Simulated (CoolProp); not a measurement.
Model: reference Helmholtz-energy equation of state, Lemmon 2006, in CoolProp. It is a short technical equation, of lower accuracy than the large ones.

### Question
Give the vapour pressure (bar), enthalpy of vaporisation (kJ/kg), surface tension (mN/m) of saturated carbon monoxide at -177.75 °C.

### Answer
```csv
T (°C),p (bar),enthalpy of vaporisation (kJ/kg),surface tension (mN/m)
-177.75,3.81,193,6.65
```

Surface tension comes from a separate correlation (Mulero 2012).
